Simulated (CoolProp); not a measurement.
Vapour pressure (bar) of R152A: the reference equation beside estimates from Tc = 113.3 °C, pc = 45.17 bar, ω = 0.275. Clausius-Clapeyron is anchored at 51.05 °C with a constant enthalpy of vaporisation of 16.10 kJ/mol.

Model: reference Helmholtz-energy equation of state, Outcalt 1996, in CoolProp. It is a modified Benedict-Webb-Rubin equation, recast in Helmholtz form.

| T (°C) | reference | Lee-Kesler | Clausius-Clapeyron | van der Waals | Redlich-Kwong | Soave-Redlich-Kwong | Peng-Robinson |
|---|---|---|---|---|---|---|---|
| 32.45 | 7.394 | 7.466 | 8.402 | 16.42 | 10.23 | 7.494 | 7.401 |
| 38.65 | 8.769 | 8.855 | 9.530 | 18.02 | 11.81 | 8.902 | 8.787 |
| 44.85 | 10.33 | 10.42 | 10.76 | 19.71 | 13.54 | 10.50 | 10.36 |
| 51.05 | 12.09 | 12.19 | 12.09 | 21.50 | 15.44 | 12.30 | 12.13 |
| 57.25 | 14.06 | 14.17 | 13.52 | 23.39 | 17.51 | 14.32 | 14.13 |
| 63.45 | 16.26 | 16.38 | 15.06 | 25.38 | 19.76 | 16.57 | 16.36 |
| 69.65 | 18.72 | 18.83 | 16.71 | 27.47 | 22.20 | 19.07 | 18.84 |
| 75.85 | 21.44 | 21.56 | 18.48 | 29.67 | 24.83 | 21.84 | 21.60 |

Absolute difference from the reference over all 8 rows, mean and median: Lee-Kesler 0.8 and 0.8 %, Clausius-Clapeyron 7.8 and 8.0 %, van der Waals 75.5 and 72.1 %, Redlich-Kwong 26.5 and 26.1 %, Soave-Redlich-Kwong 1.7 and 1.8 %, Peng-Robinson 0.4 and 0.4 %.
